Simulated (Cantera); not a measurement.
Feed: 1 mol CH₂F₂, 2.2 mol H₂, 0.029 mol F₂, equilibrated at 2275 K and 10.0 Torr.

Equilibrium computed with Cantera from the NASA thermochemical tables; the gas is ideal and each condensed phase is pure. Candidate condensed phases: C, C₆H₆, C₇H₈, C₈H₁₈; 95 gas species. Kinetics and transport are ignored.

Q: What is the equilibrium state?

A: 
| Item | Value |
|---|---|
| x(HF) | 0.474 |
| x(H₂) | 0.473 |
| x(H) | 0.0506 |
| x(C₂H₂ (acetylene)) | 0.00180 |
| x(F) | 5.57e-5 |
| x(C₂H) | 8.16e-6 |
| x(C₄H₂) | 2.81e-6 |
| x(CH₃) | 1.36e-6 |
| n(C(graphite)) | 0.984 mol |
| gas amount | 4.339 mol |
